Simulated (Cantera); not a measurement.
A perfectly stirred reactor is fed with CO : O2 : H2O : N2 = 0.0058 : 0.021 : 0.0072 : 1 (molar parts), at 0.987 atm; it is held at 1500 K, and followed from long to short residence time.

Cantera simulation using GRI-Mech 3.0 (53 species, 325 reactions); the numbers are that mechanism's predictions, not measurements.

One state of this run: x CO = 0.000927; x O2 = 0.0178; x H2O = 0.00677; x HO2 = 1.54e-6; x NO = 7.70e-7; x CO2 = 0.00469. x: mole fraction; the columns are a selection and need not sum to one.

**Question.** Which value of τ (s) does it belong to?
A) 0.57
B) 0.023
C) 0.0079
D) 0.97

**Answer.** C, 0.0079
